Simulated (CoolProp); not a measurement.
Vapour pressure (bar) of R1336mzz(Z): the reference equation beside estimates from Tc = 171.3 °C, pc = 29.04 bar, ω = 0.386.

The numbers come from the reference Helmholtz-energy equation of state, McLinden 2020 in CoolProp.

```json
[
 {"T (°C)": "4.95", "reference": "0.3130", "van der Waals": "3.198", "Peng-Robinson": "0.3166"},
 {"T (°C)": "13.95", "reference": "0.4676", "van der Waals": "3.811", "Peng-Robinson": "0.4708"},
 {"T (°C)": "22.95", "reference": "0.6784", "van der Waals": "4.498", "Peng-Robinson": "0.6808"},
 {"T (°C)": "31.95", "reference": "0.9587", "van der Waals": "5.262", "Peng-Robinson": "0.9598"},
 {"T (°C)": "40.95", "reference": "1.323", "van der Waals": "6.107", "Peng-Robinson": "1.323"},
 {"T (°C)": "49.95", "reference": "1.788", "van der Waals": "7.035", "Peng-Robinson": "1.786"},
 {"T (°C)": "58.95", "reference": "2.370", "van der Waals": "8.051", "Peng-Robinson": "2.367"},
 {"T (°C)": "67.95", "reference": "3.089", "van der Waals": "9.156", "Peng-Robinson": "3.085"},
 {"T (°C)": "76.95", "reference": "3.963", "van der Waals": "10.35", "Peng-Robinson": "3.961"},
 {"T (°C)": "85.95", "reference": "5.015", "van der Waals": "11.65", "Peng-Robinson": "5.017"},
 {"T (°C)": "94.95", "reference": "6.266", "van der Waals": "13.04", "Peng-Robinson": "6.276"},
 {"T (°C)": "103.95", "reference": "7.739", "van der Waals": "14.52", "Peng-Robinson": "7.762"},
 {"T (°C)": "112.95", "reference": "9.461", "van der Waals": "16.12", "Peng-Robinson": "9.502"}
]
```

Absolute difference from the reference over all 13 rows, mean and median: van der Waals 330.7 and 239.7 %, Peng-Robinson 0.3 and 0.1 %.
